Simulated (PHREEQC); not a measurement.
0.45 g of hydrous ferric oxide (600 m²/g; 0.2 weak and 0.005 strong sites per Fe, Dzombak-Morel constants, diffuse double layer) in 1 kg of water with 0.01 mol/kgw of an inert sodium salt and 0.043 mmol/kgw H3BO3, 0.027 mmol/kgw ZnSO4 and 0.0015 mmol/kgw CuSO4, at 25 °C; the pH is set by adding NaOH or the inert anion's acid. Oxygen is held at 0.21 atm. The system is closed to CO2. No solid was allowed to form.

Computed with PHREEQC (ion-association model, wateq4f.dat).

```tsv
pH	B sorbed (%)	S sorbed (%)	Zn sorbed (%)	Cu sorbed (%)	surface charge σ (C/m²)
4	0.2	100.0	0.1	4.8	0.206
4.5	0.2	99.9	0.4	27.7	0.152
5	0.2	99.7	3.0	73.8	0.106
5.5	0.3	98.6	16.6	95.0	0.072
6	0.3	93.1	49.2	99.0	0.047
6.5	0.3	70.4	80.3	99.8	0.029
7	0.3	28.4	95.9	99.9	0.018
7.5	0.3	5.2	99.4	99.9	0.009
8	0.3	0.7	99.9	99.9	0.002
8.5	0.3	0.1	100.0	99.9	-0.004
9	0.2	0.0	100.0	99.9	-0.012
9.5	0.1	0.0	100.0	99.9	-0.023
10	0.0	0.0	100.0	99.9	-0.038
```

Complexes and solids missing from the database can't appear. The database's constant for dissolved Cu(OH)2 is higher than later reviews accept.
